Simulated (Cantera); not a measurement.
Feed: 1 mol SiCl4, 2 mol CH4, 1.1 mol H2, held at 0.0810 bar.

Cantera equilibrium calculation (NASA polynomials, part measured and part estimated; ideal gas, pure solids and liquids). Candidate condensed phases: C, C6H6, C7H8, C8H18, Si, SiC; 109 gas species. The tables' values for SiCl3, SiCl are old estimates; treat these amounts as uncertain. Gases not in the tables: Si2H6 and higher silanes. The numbers say what is thermodynamically allowed, not how fast it happens. All values below are at 2200 K.

Base state: H2 0.499, HCl 0.406, SiCl2 0.0686, H 0.0140, Cl 0.00829, SiCl3 0.00136, C2H2 (acetylene) 0.00128, SiCl 0.000989 (mole fractions); condensed: C(graphite) + SiC(s).

Problem. What changes in the equilibrium state with this change: SiCl4 replaced by SiH2Cl2?

Solution. 
| species | before | after |
|---|---|---|
| H2 | 0.499 | 0.719 |
| HCl | 0.406 | 0.240 |
| H | 0.0140 | 0.0168 |
| SiCl2 | 0.0686 | 0.0166 |
| SiCl4 | 2.37e-5 | 1.39e-6 |
| SiCl3 | 0.00136 | 0.000163 |
| C(graphite), mol | 1.49 | 1.10 |
| SiC(s), mol | 0.486 | 0.871 |
The tables' values for SiCl, SiCl3 are old estimates; treat these amounts as uncertain.
